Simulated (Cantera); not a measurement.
What does this Cantera script print?

```python
import numpy as np
import cantera as ct

gas_names = """
    CL CL2 H HCL H2 Si SiCL SiCL2 SiCL3 SiCL4 SiH SiHCL3 SiH2 SiH2CL2 SiH3 SiH3CL SiH4 Si2 Si3
""".split()
cond_names = """
    Si(cr) Si(L)
""".split()


# ... load() reads the species with a 1 bar reference pressure and builds the phases ...
atoms = {
    'Si3H8': {'Si': 3, 'H': 8},
    'HCl': {'H': 1, 'CL': 1},
    'H2': {'H': 2},
}
top_T = {}  # K; cautious upper limits of use, not melting points


# ... equilibrate(T, P, feed) seeds the gas with the atoms and calls Mixture.equilibrate('TP', solver="vcs", rtol=1e-11, max_steps=5000) ...
results = []
feed = {'Si3H8': 1, 'HCl': 0.036, 'H2': 39}  # mol
T = 1448.15  # K
P = 490  # Pa
mix = equilibrate(T, P, feed)
results.append((T, P, feed, dict(zip(mix.species_names, mix.species_moles))))
x = sorted(zip(gas.X, gas.species_names), reverse=True)
print(f"T = {T:g} K  P = {P:g} Pa  gas = {mix.phase_moles(0):.4g} mol")
print("   x: " + "  ".join(f"{s} {v:.3e}" for v, s in x if v > 1e-05))
print("   condensed (mol): " + ("  ".join(f"{mix.phase(i).name} {mix.phase_moles(i):.4g}"
      for i in range(1, mix.n_phases) if mix.phase_moles(i) > 1e-12) or "none"))
```

Output:

```
T = 1448.15 K  P = 490 Pa  gas = 43.04 mol
   x: H2 9.990e-01  HCL 8.321e-04  H 1.319e-04
   condensed (mol): Si(cr) 3
```

These are equilibrium values from Cantera (NASA tables, ideal gas, pure condensed phases), not measurements of a reactor. The feed counts by its element totals alone.
